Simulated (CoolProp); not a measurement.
A single-stage vapour-compression cycle with isobutane: evaporating at 285.15 K (dew point), condensing at 355.15 K (bubble point), superheat 5 K, subcooling 0 K, compressor efficiency 0.6, no pressure losses. Each further row changes one setting.

Model: reference Helmholtz-energy equation of state, Bücker 2006, in CoolProp.

```json
[
 {"case": "as stated", "cooling COP": "1.47", "pressure ratio": "5.95", "discharge temperature (K)": "369.3", "refrigerating effect (kJ/kg)": "168", "volumetric capacity (kJ/m³)": "1030"},
 {"case": "evaporating temperature 290.15 K", "cooling COP": "1.68", "pressure ratio": "5.08", "discharge temperature (K)": "368.0", "refrigerating effect (kJ/kg)": "175", "volumetric capacity (kJ/m³)": "1240"},
 {"case": "condensing temperature 350.15 K", "cooling COP": "1.69", "pressure ratio": "5.36", "discharge temperature (K)": "364.4", "refrigerating effect (kJ/kg)": "183", "volumetric capacity (kJ/m³)": "1120"},
 {"case": "subcooling 5 K", "cooling COP": "1.60", "pressure ratio": "5.95", "discharge temperature (K)": "369.3", "refrigerating effect (kJ/kg)": "183", "volumetric capacity (kJ/m³)": "1120"},
 {"case": "superheat 15 K", "cooling COP": "1.54", "pressure ratio": "5.95", "discharge temperature (K)": "379.1", "refrigerating effect (kJ/kg)": "186", "volumetric capacity (kJ/m³)": "1090"},
 {"case": "compressor efficiency 0.5", "cooling COP": "1.23", "pressure ratio": "5.95", "discharge temperature (K)": "379.0", "refrigerating effect (kJ/kg)": "168", "volumetric capacity (kJ/m³)": "1030"}
]
```
